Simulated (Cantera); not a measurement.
An adiabatic, constant-volume homogeneous reactor starts with CH4 : C2H6 : O2 : N2 = 1 : 0.086 : 1.92 : 7.21 (molar parts), equivalence ratio 1.2, at 1450 K and 0.210 bar.

Cantera simulation using GRI-Mech 3.0 (53 species, 325 reactions); the numbers are that mechanism's predictions, not measurements.

**Question.** Predict: time of steepest temperature rise; temperature at 0.300 s; equilibrium temperature; x(O2) at 0.300 s; x(N2O) at 0.300 s; x(NO2) at 0.300 s; x(OH) at 0.300 s; x(O) at 0.300 s.

**Answer.** 
```json
{
  "time_of_steepest_temperature_rise": "1.34 ms",
  "temperature at 0.300 s": "2781 K",
  "equilibrium_temperature": "2781 K",
  "x(O2) at 0.300 s": "0.0121 (gas-phase equilibrium 0.0121)",
  "x(N2O) at 0.300 s": "2.60e-7 (gas-phase equilibrium 2.60e-7)",
  "x(NO2) at 0.300 s": "8.43e-7 (gas-phase equilibrium 8.43e-7)",
  "x(OH) at 0.300 s": "0.0227 (gas-phase equilibrium 0.0227)",
  "x(O) at 0.300 s": "0.00838 (gas-phase equilibrium 0.00838)"
}
```
